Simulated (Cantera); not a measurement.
A freely propagating, adiabatic, planar premixed flame of 5.17 % C3H8, 19.9 % O2, 74.9 % N2, equivalence ratio 1.3, unburnt at 375 K and 100.0 Torr; mixture-averaged transport, grid criteria slope 0.08 and curve 0.16, no radiation.

Computed with Cantera and GRI-Mech 3.0 (53 species, 325 reactions). GRI-Mech 3.0 was tuned for natural gas; its chemistry of propane as a main component is partial and can be far from experiment. Burning velocities carry a grid error of a few per cent, more on coarse grids.

### Question
Predict: laminar burning velocity; thermal thickness; peak x(CH2CO); peak x(H); peak x(C2H2).

### Answer
```json
{
  "laminar_burning_velocity": "82.3 cm/s",
  "thermal_thickness": "1.94 mm",
  "peak x(CH2CO)": "0.00138",
  "peak x(H)": "0.0177",
  "peak x(C2H2)": "0.00378"
}
```
